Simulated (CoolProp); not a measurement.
Vapour-liquid equilibrium of benzene (1) + m-xylene (2) at 0.0332 MPa; x and y are mole fractions of (1).

The numbers come from the multi-fluid Helmholtz-energy mixture model, Thol 2012 and Zhou 2012; pair parameters Bell 2016 in CoolProp.

```
x      bubble temperature, mixture model (°C)  bubble temperature, Raoult's law (°C)  y, mixture model  y, Raoult's law
-----  --------------------------------------  -------------------------------------  ----------------  ---------------
0.05                                     95.3                                   95.4             0.239            0.239
0.125                                    87.2                                   87.3             0.473            0.475
0.2                                       [?]                                   80.8             0.621            0.624
0.275                                    75.3                                   75.4             0.720            0.725
0.35                                     70.8                                   70.8             0.790            0.795
0.425                                     [?]                                   66.8             0.841            0.846
0.5                                      63.4                                   63.4             0.880            0.885
0.575                                    60.4                                   60.3             0.911            0.914
0.65                                     57.7                                   57.6               [?]            0.938
0.725                                     [?]                                   55.1             0.954            0.956
0.8                                      52.9                                   52.9             0.970            0.971
0.875                                    50.8                                   50.8               [?]            0.984
0.95                                     48.9                                   48.9             0.994            0.994
```

Problem. Some entries are withheld; supply them.

Solution. 
- 0.2, bubble temperature, mixture model (°C): 80.7
- 0.425, bubble temperature, mixture model (°C): 66.9
- 0.65, y, mixture model: 0.935
- 0.725, bubble temperature, mixture model (°C): 55.2
- 0.875, y, mixture model: 0.983

The largest gap from Raoult's law is -0.1 K in bubble temperature, at x = 0.125. No azeotrope shows between x = 0.05 and 0.95.

The pair parameters rest on a limited set of measurements; away from them the model extrapolates.
